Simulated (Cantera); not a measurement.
Input: 1 mol Fe₃O₄, 0.078 mol Cl₂, 0.55 mol H₂, equilibrated at 100 Torr.

Equilibrium computed with Cantera from the NASA thermochemical tables; the gas is ideal and each condensed phase is pure. Candidate condensed phases: Fe, FeCl₂, FeCl₃, FeO, Fe(OH)₂, Fe(OH)₃, Fe₂O₃, Fe₃O₄, H₂O; 22 gas species. Mutual solubility and eutectic melting of coexisting phases are not modelled. The tables' stoichiometric FeO is somewhat more stable than real wüstite, so its field is too wide. FeO: taken at fixed stoichiometry. Equilibrium is a limit: real reactors are often held back by kinetics, nucleation or transport. All values below are at 1252 °C.

Base state: H₂O 0.757, HCl 0.209, FeCl₂ 0.0195, H₂ 0.0141, Cl 9.16e-5, Fe(OH)₂ 1.49e-5, OH 1.28e-5, FeCl₃ 1.01e-5 (mole fractions); condensed: FeO(s) + Fe₃O₄(s).

### Question
What changes in the equilibrium state with this change: Fe₃O₄ replaced by Si?

### Answer
| species | before | after |
|---|---|---|
| H₂ | 0.0141 | 0.822 |
| HCl | 0.209 | 0.116 |
| SiCl₂ | 0 | 0.0537 |
| H₂O | 0.757 | 0 |
| FeCl₂ | 0.0195 | 0 |
| SiCl₃ | 0 | 0.00533 |
| SiCl₄ | 0 | 0.00158 |
| SiHCl₃ | 0 | 0.00126 |
| SiH₂Cl₂ | 0 | 0.000162 |
| Fe(OH)₂ | 1.49e-5 | 0 |
| FeO(s), mol | 1.38 | 0 |
| Fe₃O₄(s), mol | 0.537 | 0 |
| Si(s), mol | 0 | 0.961 |
The tables' values for SiCl₃ are old estimates; treat these amounts as uncertain. Further candidate phases: Si.
